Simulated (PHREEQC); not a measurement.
Solution (25 °C): 0.04 mol NH3, 0.00021 mol K2SO4 and 6.3e-05 mol H3BO3 per kg of water. Closed to the air; pH follows from the charge balance.

All values are PHREEQC results (ion-association model, phreeqc.dat), not measurements.

| quantity | before | after |
|---|---|---|
| pH | 10.90 | 10.90 |
| ionic strength (mol/kgw) | 0.00153 | 0.00216 |
| NH4+ (mol/kgw) | 0.000901 | 0.000907 |
| H3BO3 (mol/kgw) | 1.29e-6 | 1.28e-6 |
| KSO4- (mol/kgw) | 5.14e-7 | 1.99e-6 |

Question: Which change was made?
A. NH3 from 0.04 to 0.06 mol/kgw
B. temperature from 25 to 75 °C
C. K2SO4 from 0.00021 to 0.00042 mol/kgw
D. temperature from 25 to 50 °C
E. NH3 from 0.04 to 0.2 mol/kgw

Answer: C, K2SO4 from 0.00021 to 0.00042 mol/kgw

This is a speciation only: nothing precipitates in the calculation.
